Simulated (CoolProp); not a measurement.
The fluid at 289.44 K and 0.493 MPa is throttled through a valve to 0.192 MPa with no heat exchange. The same conditions are run with several fluids, on thermodynamics alone (safety and materials aside).

Values from CoolProp's reference Helmholtz-energy equation of state of each fluid (methane: Setzmann 1991; nitrous oxide: Lemmon 2006; oxygen: Schmidt 1985; dry air: Lemmon 2000; carbon monoxide: Lemmon 2006). Blends and air are pseudo-pure fits.

Q: Rank methane, nitrous oxide, oxygen, dry air, carbon monoxide by temperature change (K), highest first.

A: dry air (-0.7), carbon monoxide (-0.8), oxygen (-0.9), methane (-1.4), nitrous oxide (-3.6)

| fluid | final density (kg/m³) |
|---|---|
| methane | 1.29 |
| nitrous oxide | 3.60 |
| oxygen | 2.56 |
| dry air | 2.32 |
| carbon monoxide | 2.24 |
